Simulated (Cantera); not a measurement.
Input: 1 mol BN, 2.8 mol O₂, equilibrated at 173 Torr.

Cantera equilibrium calculation (NASA polynomials, part measured and part estimated; ideal gas, pure solids and liquids). Candidate condensed phases: B, BN, B₂O₃; 17 gas species. Equilibrium is a limit: real reactors are often held back by kinetics, nucleation or transport.

Task: At 2075 K, list the 7 most abundant gas species with their mole fractions, and the condensed phases.

Result: O₂ 0.657, N₂ 0.159, B₂O₃ 0.151, BO₂ 0.0242, NO 0.00742, O 0.00197, BO 2.18e-5. Condensed: gas only.
